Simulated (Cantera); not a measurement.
Thermodynamics of hydrogen reduction and annealing atmospheres, feed Al₂O₃ + H₂ + N₂

A closed system holds: 1 mol Al₂O₃, 25 mol H₂, 0.87 mol N₂, at 1548 K.

Cantera equilibrium calculation (NASA polynomials, part measured and part estimated; ideal gas, pure solids and liquids). Candidate condensed phases: Al, AlN, Al₂O₃, H₂O; 35 gas species. Mutual solubility and eutectic melting of coexisting phases are not modelled. Kinetics and transport are ignored.

| P (Pa) | log p H₂ | log p N₂ | log p H | log p NH₃ | n Al₂O₃(s) | n AlN(s) |
|---|---|---|---|---|---|---|
| 10 | -4.02 | -5.47 | -6.52 | -13.03 | 1.000 | 0 |
| 68 | -3.18 | -4.64 | -6.10 | -11.36 | 1.000 | 0 |
| 460 | -2.35 | -3.81 | -5.69 | -9.70 | 1.000 | 0 |
| 3200 | -1.51 | -2.97 | -5.27 | -8.02 | 1.000 | 0 |
| 22000 | -0.67 | -2.13 | -4.85 | -6.34 | 1.000 | 0 |
| 150000 | 0.16 | -1.30 | -4.43 | -4.68 | 1.000 | 0.000191 |
| 1000000 | 0.99 | -0.47 | -4.02 | -3.03 | 1.000 | 0.000359 |
log p: log10 of the partial pressure in bar; n: condensed amount in mol.

From 10.0 Pa to 22000 Pa the condensed part is Al₂O₃(s). From 150000 Pa to 1000000 Pa the condensed part is AlN(s) + Al₂O₃(s).
